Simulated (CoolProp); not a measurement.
Properties of R152A along the isotherm 327.3 K (Tc = 386.4 K, pc = 4.517 MPa, ω = 0.275).

Computed with CoolProp (reference Helmholtz-energy equation of state, Outcalt 1996). It is a modified Benedict-Webb-Rubin equation, recast in Helmholtz form.

```csv
p (MPa),phase,density (kg/m³),isothermal compressibility (1/MPa),Prandtl number
0.141,gas,3.497,7.249,0.802
0.282,gas,7.154,3.712,0.818
0.423,gas,10.99,2.540,0.836
0.565,gas,15.07,1.957,0.855
0.706,gas,19.35,1.618,0.877
0.847,gas,23.91,1.398,0.902
0.988,gas,28.79,1.249,0.930
1.13,gas,34.12,1.147,0.963
1.27,gas,39.86,1.081,1.00
1.41,liquid,818.8,0.008170,2.58
1.55,liquid,819.7,0.008067,2.58
1.69,liquid,820.7,0.007966,2.58
1.83,liquid,821.6,0.007868,2.58
1.98,liquid,822.5,0.007767,2.58
2.12,liquid,823.4,0.007674,2.58
2.26,liquid,824.3,0.007585,2.58
```

Viscosity comes from a separate model (Bell 2016), an estimate that may be off by 10 % or more. Thermal conductivity comes from a separate model (Krauss 1996).
